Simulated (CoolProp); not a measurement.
Computed with CoolProp (reference Helmholtz-energy equation of state, Zhou 2012).

Problem. Give the vapour pressure (MPa), liquid density (kg/m³), vapour Z of saturated ethylbenzene at 66.35, 113.75 °C.

Solution. 
| T (°C) | p (MPa) | liquid density (kg/m³) | vapour Z |
|---|---|---|---|
| 66.35 | 0.00972 | 826 | 0.992 |
| 113.75 | 0.0532 | 782 | 0.972 |
